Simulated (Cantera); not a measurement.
A perfectly stirred reactor is fed with N₂O : N₂ = 1 : 0.15 (molar parts), at 12.0 Torr; it is held at 1298 K, and followed from long to short residence time.

Detailed kinetics in Cantera: GRI-Mech 3.0 (53 species, 325 reactions). GRI-Mech 3.0 was tuned for natural gas; its chemistry of N2O as a main component is partial and can be far from experiment. Radical loss at walls, strong at low pressure, is not modelled. The mechanism lacks the step 2 NO + O2 → 2 NO2, which can matter for NO2 below about 1400 K. The temperature is held fixed by assumption; the heat of reaction is taken as removed at once.

Problem. Predict: x(N₂O) at τ = 7.20 s; x(O) at τ = 7.20 s; x(NO₂) at τ = 7.20 s; x(N₂) at τ = 7.20 s; x(NO) at τ = 7.20 s; x(N₂O) at τ = 60.0 ms; x(O) at τ = 60.0 ms; x(NO₂) at τ = 60.0 ms; x(N₂) at τ = 60.0 ms; x(NO) at τ = 60.0 ms.

Solution. x(N₂O) at τ = 7.20 s: 0.555
x(O) at τ = 7.20 s: 7.42e-6
x(NO₂) at τ = 7.20 s: 6.25e-6
x(N₂) at τ = 7.20 s: 0.319
x(NO) at τ = 7.20 s: 0.0323
x(N₂O) at τ = 60.0 ms: 0.865
x(O) at τ = 60.0 ms: 7.40e-6
x(NO₂) at τ = 60.0 ms: 1.38e-8
x(N₂) at τ = 60.0 ms: 0.133
x(NO) at τ = 60.0 ms: 0.000418
